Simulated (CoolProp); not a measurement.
R236EA at several states: density (kg/m³) from the reference equation and from simpler models built on Tc = 139.3 °C, pc = 3.414 MPa, ω = 0.368; each cubic takes its own stable root.

Computed with CoolProp (reference Helmholtz-energy equation of state, Rui 2013).

```json
[
 {"T (°C)": "112.85", "p (MPa)": "6", "phase": "liquid", "reference": "1133"},
 {"T (°C)": "103.75", "p (MPa)": "1.22", "phase": "gas", "reference": "74.25"},
 {"T (°C)": "27.75", "p (MPa)": "0.0108", "phase": "gas", "reference": "0.6586"},
 {"T (°C)": "91.85", "p (MPa)": "0.0659", "phase": "gas", "reference": "3.336"},
 {"T (°C)": "89.15", "p (MPa)": "0.0169", "phase": "gas", "reference": "0.8553"}
]
```

Problem. How far does each simpler model (van der Waals, Redlich-Kwong) lie from the reference over these 5 states: mean and median of the absolute difference, and the worst?

Solution. 
- van der Waals: mean 8.1 %, median 0.3 %, worst -34.2 % at 112.85 °C and 6 MPa
- Redlich-Kwong: mean 3.5 %, median 0.1 %, worst -14.9 % at 112.85 °C and 6 MPa
